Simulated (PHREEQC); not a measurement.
PHREEQC input (ion-association model, wateq4f.dat):

```
SOLUTION_MASTER_SPECIES
  An  An-  0  An  62.0  # stands for a non-complexing anion
SOLUTION_SPECIES
  An- = An-
    -log_k 0
    -gamma 3.0 0
PHASES
  Fix_H+
    H+ = H+
    -log_k 0
SOLUTION 1
  temp 25
  units mmol/kgw
  pH 7 charge
  Cl 0.038
  Ca 0.019
  S(6) 0.0005
  Na 50.001
  An 50
END
SELECTED_OUTPUT 1
  -reset false
  -pH true
  -pe true
  -ionic_strength true
  -water true
  -totals Ca Cl Na S S(-2) S(6)
  -molalities Hfo_wOH Hfo_wOH2+ Hfo_wO- Hfo_sOH Hfo_sOH2+ Hfo_sO- Hfo_sOHCa+2 Hfo_wOCa+ Hfo_wSO4- Hfo_wOHSO4-2
  -saturation_indices Gypsum Portlandite Halite Mirabilite
USER_PUNCH 1
  -headings sigma psi
  10 PUNCH EDL("sigma", "Hfo"), EDL("psi", "Hfo")
PRINT
  -reset false
USE solution 1
SURFACE 1
  Hfo_wOH 7.19101e-05 600 0.032
  Hfo_sOH 1.79775e-06
EQUILIBRIUM_PHASES 1
  Fix_H+ -4 HAn 10
    -force_equality true
  O2(g) -0.68 10
END
# ... the last block is repeated for the other 16 points of pH, with NaOH or the acid as the point needs
```

Selected output (columns that matter, 13 of 17 rows; pH added in front):

```
pH	mu	Ca	Na	S	m_Hfo_wOH	m_Hfo_wOH2+	m_Hfo_wO-	m_Hfo_sOH	si_Gypsum	si_Portlandite	si_Halite	si_Mirabilite	sigma	psi
4	0.050204	1.9e-05	0.050001	1.8454e-08	1.4316e-05	5.7031e-05	8.232e-08	3.603e-07	-8.5874	-19.849	-7.4779	-9.7842	0.29018	0.15911
4.5	0.050119	1.9e-05	0.050001	3.6345e-08	2.4479e-05	4.6673e-05	2.9413e-07	6.1595e-07	-8.2912	-18.848	-7.4778	-9.4881	0.23543	0.14847
5.5	0.050075	1.9e-05	0.050001	2.0939e-07	4.3011e-05	2.7041e-05	1.5672e-06	1.0796e-06	-7.5299	-16.848	-7.4777	-8.7268	0.12867	0.11781
6	0.050068	1.9e-05	0.050001	3.7357e-07	4.8934e-05	2.0124e-05	2.7258e-06	1.2252e-06	-7.2784	-15.848	-7.4777	-8.4754	0.088472	0.099139
6.5	0.050064	1.8997e-05	0.050001	4.6801e-07	5.2446e-05	1.5319e-05	4.1133e-06	1.3099e-06	-7.1805	-14.848	-7.4777	-8.3774	0.057447	0.078351
7.5	0.05006	1.8899e-05	0.050001	4.9913e-07	5.4973e-05	1.0022e-05	6.9078e-06	1.3019e-06	-7.1548	-12.851	-7.4777	-8.3495	0.017	0.031305
8	0.050059	1.8469e-05	0.050003	4.9987e-07	5.5158e-05	8.2023e-06	8.4975e-06	1.012e-06	-7.1642	-11.861	-7.4777	-8.3488	0.0035671	0.0069614
8.5	0.050062	1.7412e-05	0.05001	4.9998e-07	5.446e-05	6.3162e-06	1.0757e-05	4.4607e-07	-7.1897	-10.886	-7.4776	-8.3486	-0.0084304	-0.016231
9.5	0.050091	9.9318e-06	0.050065	5e-07	4.2907e-05	2.1651e-06	1.948e-05	5.8319e-08	-7.4336	-9.1302	-7.4772	-8.3476	-0.032968	-0.054006
10	0.050171	4.3321e-06	0.050163	5e-07	3.1725e-05	8.7477e-07	2.6357e-05	4.4934e-08	-7.7946	-8.491	-7.4764	-8.3462	-0.045916	-0.068059
10.5	0.050437	1.2764e-06	0.050439	5e-07	2.2907e-05	3.6874e-07	3.26e-05	4.4261e-08	-8.3276	-8.0232	-7.4744	-8.3426	-0.064733	-0.083809
11.5	0.053971	1.0565e-07	0.053982	5e-07	9.9065e-06	5.0431e-08	4.458e-05	5.0277e-08	-9.4395	-7.1244	-7.4494	-8.299	-0.12233	-0.11339
12	0.062604	6.2895e-08	0.062619	5e-07	4.5388e-06	9.4995e-09	4.968e-05	4.5425e-08	-9.7313	-6.392	-7.395	-8.2048	-0.15065	-0.12013
```
